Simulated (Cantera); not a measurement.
An isothermal plug-flow reactor at 648 K and 0.970 bar (inlet), inlet velocity 4.3 m/s, active area per volume 950 1/m; feed 0.290 % H₂, 15.0 % O₂, 79.0 % N₂, 5.70 % H₂O.

Computed with Cantera and Deutschmann's 1995 Pt surface mechanism with GRI-Mech 3.0 gas chemistry. Catalytic surfaces can have several steady states; this one follows from the mechanism file's or the stated starting coverage. Mass transfer to the wall is taken as infinitely fast.

x: gas mole fraction; θ: surface coverage.

```json
[
 {"z (m)": "8e-05", "x H₂": "0.00285", "x O₂": "0.150", "x H₂O": "0.0571", "θ free Pt": "0.0327", "θ O*": "0.955", "θ OH*": "0.0120"},
 {"z (m)": "0.00016", "x H₂": "0.00280", "x O₂": "0.150", "x H₂O": "0.0571", "θ free Pt": "0.0321", "θ O*": "0.956", "θ OH*": "0.0119"},
 {"z (m)": "0.0003", "x H₂": "0.00272", "x O₂": "0.150", "x H₂O": "0.0572", "θ free Pt": "0.0312", "θ O*": "0.957", "θ OH*": "0.0118"},
 {"z (m)": "0.00058", "x H₂": "0.00256", "x O₂": "0.150", "x H₂O": "0.0574", "θ free Pt": "0.0295", "θ O*": "0.959", "θ OH*": "0.0115"},
 {"z (m)": "0.0011", "x H₂": "?", "x O₂": "0.150", "x H₂O": "0.0576", "θ free Pt": "0.0267", "θ O*": "0.962", "θ OH*": "0.0109"},
 {"z (m)": "0.0022", "x H₂": "?", "x O₂": "0.150", "x H₂O": "0.0580", "θ free Pt": "0.0224", "θ O*": "0.968", "θ OH*": "0.0101"},
 {"z (m)": "0.0042", "x H₂": "?", "x O₂": "0.149", "x H₂O": "0.0585", "θ free Pt": "0.0173", "θ O*": "0.974", "θ OH*": "0.00889"},
 {"z (m)": "0.008", "x H₂": "?", "x O₂": "0.149", "x H₂O": "0.0589", "θ free Pt": "0.0121", "θ O*": "0.980", "θ OH*": "0.00749"}
]
```

**Question.** Fill in the missing entries.

**Answer.** 
- 0.0011, x H₂: 0.00232
- 0.0022, x H₂: 0.00194
- 0.0042, x H₂: 0.00148
- 0.008, x H₂: 0.00102
